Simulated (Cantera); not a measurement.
Input: 1 mol SiCl₄, 17 mol NH₃, at 1900 K and 0.000370 bar.

These are equilibrium values from Cantera (NASA tables, ideal gas, pure condensed phases), not measurements of a reactor. Candidate condensed phases: NH₄Cl, Si, Si₃N₄; 28 gas species. The tables' values for SiCl, SiN are old estimates; treat these amounts as uncertain. Gases not in the tables: Si₂H₆ and higher silanes. Kinetics and transport are ignored.

Base state: H₂ 0.629, N₂ 0.228, HCl 0.0804, H 0.0327, Si 0.0138, SiCl₂ 0.0113, Cl 0.00316, SiCl 0.00133 (mole fractions); condensed: gas only.

Problem. What changes in the equilibrium state with this change: NH₃ from 17 to 0.39 mol?

Solution. 
```json
[
 {"species": "HCl", "before": "0.0804", "after": "0.365"},
 {"species": "SiCl₂", "before": "0.0113", "after": "0.300"},
 {"species": "Cl", "before": "0.00316", "after": "0.252"},
 {"species": "H₂", "before": "0.629", "after": "0.00204"},
 {"species": "SiCl₃", "before": "7.34e-6", "after": "0.0156"},
 {"species": "Si", "before": "0.0138", "after": "5.78e-5"},
 {"species": "H", "before": "0.0327", "after": "0.00186"},
 {"species": "N₂", "before": "0.228", "after": "0.0618"},
 {"species": "SiCl₄", "before": "6.44e-9", "after": "0.00109"},
 {"species": "Si₂", "before": "4.52e-5", "after": "<1e-9"}
]
```
The tables' values for SiCl₃, SiCl are old estimates; treat these amounts as uncertain.

Problem. What changes in the equilibrium state with this change: temperature from 1900 K to 1325 K?

Solution. 
```tsv
species	before	after
H₂	0.629	0.666
N₂	0.228	0.223
HCl	0.0804	0.108
H	0.0327	6.94e-5
Si	0.0138	1.30e-8
SiCl₂	0.0113	0.00244
SiH	0.000183	1.48e-9
Si₂	4.52e-5	<1e-9
SiN	4.26e-5	<1e-9
Si₃N₄(s), mol	0	0.304
```
The tables' values for SiCl₃ are old estimates; treat these amounts as uncertain.
